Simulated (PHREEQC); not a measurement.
Solution (25 °C): 23 mmol/kgw Cu(BF4)2, 0.071 mmol/kgw HBF4 and 4.1 mmol/kgw NaCl. Closed to the air; pH follows from the charge balance.

Equilibrium calculation in PHREEQC: ion-association model, phreeqc.dat.

```json
[
 {"quantity": "pH", "before": "2.75", "after": "3.00"},
 {"quantity": "ionic strength (mol/kgw)", "before": "0.0740", "after": "0.00829"},
 {"quantity": "BF4- (mol/kgw)", "before": "0.0415", "after": "0.00297"},
 {"quantity": "HF (mol/kgw)", "before": "0.00572", "after": "0.00286"},
 {"quantity": "F- (mol/kgw)", "before": "0.00281", "after": "0.00208"},
 {"quantity": "BF3OH- (mol/kgw)", "before": "0.00262", "after": "0.000382"},
 {"quantity": "SI of Halite (NaCl)", "before": "-6.56", "after": "-8.43"}
]
```

**Question.** Name the change that produced these shifts.
(A) diluted 10-fold with water
(B) NaCl from 0.0041 to 0.00205 mol/kgw
(C) temperature from 25 to 85 °C
(D) HBF4 left out
(E) NaCl from 0.0041 to 0.0205 mol/kgw

**Answer.** A, diluted 10-fold with water

No solid was allowed to form. Real BF4- forms and hydrolyses slowly; the run takes it at equilibrium.
